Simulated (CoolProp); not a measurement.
n-perfluorohexane at 293.15 K and 0.0056 MPa is compressed adiabatically to 0.00989 MPa with isentropic efficiency 0.6. Each further row changes one setting.

The numbers come from the reference Helmholtz-energy equation of state, Gao 2022 in CoolProp.

```json
[
 {"case": "as stated", "work (kJ/kg)": "6.85", "final temperature (K)": "301.7", "final density (kg/m³)": "1.34"},
 {"case": "efficiency 1", "work (kJ/kg)": "4.11", "final temperature (K)": "298.3", "final density (kg/m³)": "1.36"},
 {"case": "efficiency 0.65", "work (kJ/kg)": "6.32", "final temperature (K)": "301.0", "final density (kg/m³)": "1.35"}
]
```
